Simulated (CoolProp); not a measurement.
Vapour-liquid equilibrium of CH2F2 (R32) (1) + dimethyl ether (2) at 0.00349 MPa; x and y are mole fractions of (1).

The numbers come from the multi-fluid Helmholtz-energy mixture model, Tillner-Roth 1997 and Wu 2011; pair parameters Bell 2016 in CoolProp.

| x | bubble temperature (K) | y at the bubble point | dew temperature at overall composition x (K) | liquid density (mol/L) |
|---|---|---|---|---|
| 0.05 | 189.4 | 0.190 | 190.8 | 17.89 |
| 0.15 | 185.8 | 0.466 | 189.8 | 18.55 |
| 0.25 | 182.8 | 0.641 | 188.7 | 19.23 |
| 0.35 | 180.3 | 0.753 | 187.4 | ? |
| 0.45 | 178.3 | 0.826 | 186.0 | 20.69 |
| 0.55 | 176.7 | 0.876 | 184.4 | 21.48 |
| 0.65 | 175.4 | 0.913 | 182.6 | 22.32 |
| 0.75 | 174.4 | 0.941 | 180.4 | 23.21 |
| 0.85 | 173.4 | 0.966 | 177.6 | ? |
| 0.95 | 172.6 | 0.988 | 174.0 | ? |

Q: Fill in the missing entries.

A: 
- 0.35, liquid density (mol/L): 19.95
- 0.85, liquid density (mol/L): 24.18
- 0.95, liquid density (mol/L): 25.22

No azeotrope shows between x = 0.05 and 0.95.

The pair parameters rest on a limited set of measurements; away from them the model extrapolates. The gap from Raoult's law changes sign with composition, which may be real or a fault of the pair parameters; it wasn't checked against measurements.
